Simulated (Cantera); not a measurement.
Charge: 1 mol SiCl₄, 2.5 mol H₂, held at 1725 °C and 70.5 Torr.

Cantera equilibrium calculation (NASA polynomials, part measured and part estimated; ideal gas, pure solids and liquids). Candidate condensed phases: Si; 19 gas species. The tables' values for SiCl₃, SiCl are old estimates; treat these amounts as uncertain. Equilibrium is a limit: real reactors are often held back by kinetics, nucleation or transport.

Base state: HCl 0.431, H₂ 0.340, SiCl₂ 0.210, SiCl₃ 0.0110, H 0.00305, Cl 0.00288, SiCl₄ 0.000666, SiCl 0.000494 (mole fractions); condensed: gas only.

Problem. What changes in the equilibrium state with this change: temperature from 1725 °C to 2102 °C?

Solution. 
| species | before | after |
|---|---|---|
| HCl | 0.431 | 0.418 |
| H₂ | 0.340 | 0.316 |
| SiCl₂ | 0.210 | 0.201 |
| H | 0.00305 | 0.0259 |
| Cl | 0.00288 | 0.0244 |
| SiCl₃ | 0.0110 | 0.00350 |
| Si₂ | 1.20e-7 | 2.05e-5 |
| Si | 7.27e-5 | 0.00420 |
| SiH | 8.86e-6 | 0.000233 |
| SiCl₄ | 0.000666 | 4.32e-5 |
| SiCl | 0.000494 | 0.00618 |
The tables' values for SiCl, SiCl₃ are old estimates; treat these amounts as uncertain. Gases not in the tables: Si₂H₆ and higher silanes.

Problem. What changes in the equilibrium state with this change: H₂ from 2.5 to 270 mol?

Solution. 
```
species       before     after
----------  --------  --------
H₂             0.340     0.980
HCl            0.431    0.0136
H            0.00305   0.00518
SiCl₂          0.210  0.000455
SiCl₃         0.0110   4.45e-7
SiCl₄       0.000666     <1e-9
SiHCl₃      0.000204   1.40e-8
SiH₂Cl₂      1.21e-5   7.55e-8
Cl           0.00288   5.37e-5
SiH₂         5.74e-6  0.000103
Si(l), mol         0     0.679
```
The tables' values for SiCl are old estimates; treat these amounts as uncertain. Gases not in the tables: Si₂H₆ and higher silanes.
